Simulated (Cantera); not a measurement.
Input: 1 mol TiO₂, 74 mol HCl, 5.9 mol H₂, at 1602 °C and 1330 Pa.

Equilibrium computed with Cantera from the NASA thermochemical tables; the gas is ideal and each condensed phase is pure. Candidate condensed phases: H₂O, Ti, TiCl₂, TiCl₃, TiCl₄, TiO, TiO₂, Ti₂O₃, Ti₃O₅, Ti₄O₇; 23 gas species. The tables' values for TiCl₂ are old estimates; treat these amounts as uncertain. Condensed phases not in the tables: Magnéli phases beyond Ti₄O₇. Rates play no part.

Base state: HCl 0.900, H₂ 0.0762, Cl 0.0140, H₂O 0.00652, H 0.00157, TiCl₃ 0.00155, TiCl₄ 0.000248, TiOCl₂ 0.000207 (mole fractions); condensed: Ti₄O₇(s).

**Question.** What changes in the equilibrium state with this change: pressure from 1330 Pa to 2600 Pa?

**Answer.** 
```
species          before     after
-------------  --------  --------
HCl               0.900     0.904
H₂               0.0762    0.0746
Cl               0.0140    0.0102
TiCl₃           0.00155   0.00182
TiCl₄          0.000248  0.000412
H               0.00157   0.00111
Ti₄O₇(s), mol     0.208     0.200
```

**Question.** What changes in the equilibrium state with this change: temperature from 1602 °C to 1025 °C?

**Answer.** 
| species | before | after |
|---|---|---|
| HCl | 0.900 | 0.923 |
| H₂ | 0.0762 | 0.0738 |
| H₂O | 0.00652 | 0.00191 |
| Cl | 0.0140 | 2.66e-5 |
| TiCl₄ | 0.000248 | 0.000816 |
| OH | 1.05e-5 | <1e-9 |
| TiCl₂ | 6.54e-5 | 1.77e-8 |
| Ti₄O₇(s), mol | 0.208 | 0 |
| TiO₂(rutile), mol | 0 | 0.924 |
